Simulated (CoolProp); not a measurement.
Values from CoolProp's reference Helmholtz-energy equation of state, Tillner-Roth 1997.

**Question.** Give the vapour pressure (MPa), vapour density (kg/m³), enthalpy of vaporisation (kJ/kg), surface tension (mN/m) of saturated CH2F2 (R32) at -98.45, -41.45, -17.05 °C.

**Answer.** 
| T (°C) | p (MPa) | vapour density (kg/m³) | enthalpy of vaporisation (kJ/kg) | surface tension (mN/m) |
|---|---|---|---|---|
| -98.45 | 0.00438 | 0.158 | 428 | 30.3 |
| -41.45 | 0.166 | 4.76 | 370 | 18.7 |
| -17.05 | 0.453 | 12.4 | 340 | 14.0 |

Surface tension comes from a separate correlation (Mulero 2012).
